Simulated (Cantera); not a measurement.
Gas mixture: CH4 : CO2 : C2H2 = 0.28 : 0.87 : 0.056 (molar parts), at 0.00300 bar, frozen composition.

Cantera's kinetic-theory transport with the Lennard-Jones parameters of GRI-Mech 3.0, ideal gas; thermal conductivity in the mixture-averaged form. The composition is frozen, though it would react at the higher temperatures.

One state of this run: ρ (kg/m³) = 0.000802; cp (J/kg/K) = 1856; μ (µPa s) = 54.3; λ (mW/m/K) = 142; Pr = 0.710; D (cm²/s) N2 = 1090; D (cm²/s) O = 1690; D (cm²/s) NO = 1070. D: mixture-averaged diffusion coefficient of that species in the mixture.

Q: Which value of T (K) does it belong to?
A. 400
B. 1650
C. 650
D. 1900

A: B, 1650
